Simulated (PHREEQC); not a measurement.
Make-up at 72 °C: 0.021 mol CuSO4 and 0.00019 mol FeCl3 per kg of water. Closed to the air; pH follows from the charge balance.

Equilibrium calculation in PHREEQC: ion-association model, phreeqc.dat.

This is a speciation only: nothing precipitates in the calculation.

**Question.** Estimate the pH.

**Answer.** pH 3.94.

**Question.** In which forms is Cu present?

**Answer.** Cu+2 61 %, CuSO4 39 % of the Cu.

Saturation is exceeded, for instance for Hematite (slow to form), Goethite (slow to form); the values hold only as long as no solid forms. Complexes and solids missing from the database can't appear. At this temperature some constants are extrapolated from 25 °C, and those without enthalpy data are left unchanged.
